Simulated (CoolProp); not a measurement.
Vapour-liquid equilibrium of acetone (1) + cyclohexane (2) at 1.28 MPa; x and y are mole fractions of (1).

The numbers come from the multi-fluid Helmholtz-energy mixture model, Lemmon 2006 and Zhou 2014; pair parameters Bell 2016 in CoolProp.

```json
[
 {"x": "0.05", "bubble temperature, mixture model (K)": "?", "bubble temperature, Raoult's law (K)": "466.9", "y, mixture model": "0.152", "y, Raoult's law": "0.097"},
 {"x": "0.2", "bubble temperature, mixture model (K)": "443.8", "bubble temperature, Raoult's law (K)": "458.4", "y, mixture model": "?", "y, Raoult's law": "0.339"},
 {"x": "0.35", "bubble temperature, mixture model (K)": "436.0", "bubble temperature, Raoult's law (K)": "451.3", "y, mixture model": "?", "y, Raoult's law": "0.525"},
 {"x": "0.5", "bubble temperature, mixture model (K)": "?", "bubble temperature, Raoult's law (K)": "445.1", "y, mixture model": "0.624", "y, Raoult's law": "0.672"},
 {"x": "0.65", "bubble temperature, mixture model (K)": "429.2", "bubble temperature, Raoult's law (K)": "439.7", "y, mixture model": "0.709", "y, Raoult's law": "0.792"},
 {"x": "0.8", "bubble temperature, mixture model (K)": "?", "bubble temperature, Raoult's law (K)": "434.8", "y, mixture model": "0.809", "y, Raoult's law": "0.892"},
 {"x": "0.95", "bubble temperature, mixture model (K)": "428.4", "bubble temperature, Raoult's law (K)": "430.4", "y, mixture model": "0.943", "y, Raoult's law": "0.975"}
]
```

### Question
What belongs in the gaps?

### Answer

- 0.05, bubble temperature, mixture model (K): 460.5
- 0.2, y, mixture model: 0.407
- 0.35, y, mixture model: 0.534
- 0.5, bubble temperature, mixture model (K): 431.8
- 0.8, bubble temperature, mixture model (K): 428.0

The largest gap from Raoult's law is -15.3 K in bubble temperature, at x = 0.35. y crosses x between x = 0.8 and 0.95: the model has an azeotrope there.

The pair parameters rest on a limited set of measurements; away from them the model extrapolates.
